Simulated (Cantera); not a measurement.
A closed system holds: 1 mol Al, 0.58 mol HCl, a varied amount of H₂, at 0.900 bar.

Cantera equilibrium calculation (NASA polynomials, part measured and part estimated; ideal gas, pure solids and liquids). Candidate condensed phases: Al, AlCl₃; 12 gas species. The tables' values for AlCl₂ are old estimates. Kinetics and transport are ignored.

Stable condensed phases, one row left out:

```
T in K \ n(H₂) in mol
          94 120 150 190 230 300 370 470 590 740 930
   1900    A   A   B   B   B   B   B   B   B   B   B
   1700    A   A   A   A   A   A   A   A   A   A   A
   1600    A   A   A   A   A   A   A   A   A   A   A
   1500    A   A   A   A   A   A   A   A   A   A   A
   1400    A   A   A   A   A   A   A   A   A   A   A
   1300    A   A   A   A   A   A   A   A   A   A   A
   1200    A   A   A   A   A   A   A   A   A   A   A
   1100    A   A   A   A   A   A   A   A   A   A   A
   1000    A   A   A   A   A   A   A   A   A   A   A
    900    A   A   A   A   A   A   A   A   A   A   A
    800    A   A   A   A   A   A   A   A   A   A   A
    700    A   A   A   A   A   A   A   A   A   A   A
```

A: Al; B: gas only.

**Question.** Give the row for 1800 K.

**Answer.** 94: Al; 120: Al; 150: Al; 190: Al; 230: Al; 300: Al; 370: gas only; 470: gas only; 590: gas only; 740: gas only; 930: gas only.
